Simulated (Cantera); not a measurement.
Mixture: 7.75 % C3H8, 19.4 % O2, 72.9 % N2, at 101000 Pa, adiabatic and at constant pressure. Ignition delay is the time to a rise of 400 K.

Detailed kinetics in Cantera: GRI-Mech 3.0 (53 species, 325 reactions). GRI-Mech 3.0 was tuned for natural gas; its chemistry of propane as a main component is partial and can be far from experiment.

Predict: delay at 1298 K; delay at 1398 K; delay at 1498 K; delay at 1598 K; delay at 1698 K; delay at 1798 K; delay at 1898 K; apparent activation energy between 1698 and 1898 K.


```
Item                                                     Value
--------------------------------------------------  ----------
delay at 1298 K                                        1.07 ms
delay at 1398 K                                       0.257 ms
delay at 1498 K                                        87.7 µs
delay at 1598 K                                        39.7 µs
delay at 1698 K                                        22.1 µs
delay at 1798 K                                        14.2 µs
delay at 1898 K                                        9.99 µs
apparent activation energy between 1698 and 1898 K  110 kJ/mol
```
